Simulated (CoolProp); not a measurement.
Acetone at several states: density (kg/m³) from the reference equation and from simpler models built on Tc = 235.0 °C, pc = 4692 kPa, ω = 0.307; each cubic takes its own stable root.

Values from CoolProp's reference Helmholtz-energy equation of state, Lemmon 2006. It is a short technical equation, of lower accuracy than the large ones.

```csv
T (°C),p (kPa),phase,reference,van der Waals,Redlich-Kwong,Soave-Redlich-Kwong,Peng-Robinson
161.25,27.9,gas,0.4505,0.4498,0.4501,0.4502,0.4503
209.65,162,gas,2.383,2.372,2.377,2.377,2.381
197.25,2140,gas,(withheld),(withheld),41.43,42.17,(withheld)
-47.25,23.7,liquid,862.5,(withheld),(withheld),662.2,(withheld)
```

### Question
What belongs in the gaps?

### Answer

- 197.25, reference: 45.00
- 197.25, van der Waals: 39.54
- 197.25, Peng-Robinson: 43.19
- -47.25, van der Waals: 0.7398
- -47.25, Redlich-Kwong: 648.5
- -47.25, Peng-Robinson: 743.5

At some of these states van der Waals gives the other phase, because its saturation line lies elsewhere.
